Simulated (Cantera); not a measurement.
An adiabatic, constant-volume homogeneous reactor starts with CH4 : O2 : N2 = 1 : 2 : 7.52 (molar parts), at 1200 K and 3750 Torr.

Computed with Cantera and GRI-Mech 3.0 (53 species, 325 reactions).

Q: Predict: time of steepest temperature rise; temperature at 7.00 s; equilibrium temperature; x(O2) at 7.00 s; x(H2) at 7.00 s; x(HCO) at 7.00 s.

A: 
```json
{
  "time_of_steepest_temperature_rise": "9.55 ms",
  "temperature at 7.00 s": "2945 K",
  "equilibrium_temperature": "2945 K",
  "x(O2) at 7.00 s": "0.0146 (gas-phase equilibrium 0.0146)",
  "x(H2) at 7.00 s": "0.0138 (gas-phase equilibrium 0.0138)",
  "x(HCO) at 7.00 s": "1.61e-7 (gas-phase equilibrium 1.61e-7)"
}
```
